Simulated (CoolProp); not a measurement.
Vapour-liquid equilibrium of CH2F2 (R32) (1) + R227EA (2) at 1.46 MPa; x and y are mole fractions of (1).

The numbers come from the multi-fluid Helmholtz-energy mixture model, Tillner-Roth 1997 and Lemmon 2016; pair parameters Bell 2016 in CoolProp.

```
x     bubble temperature (°C)  y at the bubble point  dew temperature at overall composition x (°C)  liquid density (mol/L)
----  -----------------------  ---------------------  ---------------------------------------------  ----------------------
0.05                     65.2                  0.103                                           67.3                   7.153
0.2                      53.7                  0.376                                           61.3                   8.244
0.35                     43.8                  0.578                                           54.8                   9.473
0.5                      35.9                  0.719                                           47.8                   10.89
0.65                     29.9                  0.821                                           39.9                   12.60
0.8                      25.0                  0.902                                           31.1                   14.78
0.95                     20.9                  0.975                                           22.3                   17.69
```

No azeotrope shows between x = 0.05 and 0.95.

Pair parameters are fitted to limited data, so mixtures are less certain than the pure fluids. The gap from Raoult's law changes sign with composition, which may be real or a fault of the pair parameters; it wasn't checked against measurements.
